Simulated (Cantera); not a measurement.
A closed system holds: 1 mol Si2H6, a varied amount of O3, 43 mol H2, at 1225 °C and 0.0130 bar.

Cantera equilibrium calculation (NASA polynomials, part measured and part estimated; ideal gas, pure solids and liquids). Candidate condensed phases: H2O, Si, SiO2; 18 gas species. The feed counts by its element totals alone. Mutual solubility and eutectic melting of coexisting phases are not modelled. The tables hold silica as quartz up to 1696 K and as liquid above; real silica turns to tridymite and cristobalite and melts near 1996 K. Rates play no part.

log p: log10 of the partial pressure in bar; n: condensed amount in mol.

```
n(O3) (mol)  log p H2  log p SiO  log p H  log p H2O  log p SiH2  log p Si  n Si(s)  n SiO2(β-quartz)
-----------  --------  ---------  -------  ---------  ----------  --------  -------  ----------------
0.084           -1.89      -4.15    -5.71      -8.23       -7.72     -8.00     1.75                 0
0.12            -1.89      -4.00    -5.71      -8.07       -7.72     -8.00     1.64                 0
0.17            -1.89      -3.85    -5.71      -7.93       -7.73     -8.00        ?                 0
0.23            -1.89      -3.72    -5.71      -7.80       -7.73     -8.00        ?                 0
0.33            -1.90      -3.56    -5.71      -7.65       -7.73     -8.00        ?                 0
0.47            -1.90      -3.41    -5.71      -7.50       -7.73     -8.00        ?                 0
0.66            -1.90      -3.30    -5.72      -7.39       -7.74     -8.00        ?            0.0681
0.92            -1.90      -3.47    -5.71      -7.22       -8.07     -8.33        ?             0.760
```

Some entries are withheld; supply them.


- 0.17, n Si(s): 1.49
- 0.23, n Si(s): 1.31
- 0.33, n Si(s): 1.01
- 0.47, n Si(s): 0.590
- 0.66, n Si(s): 0.0881
- 0.92, n Si(s): 0
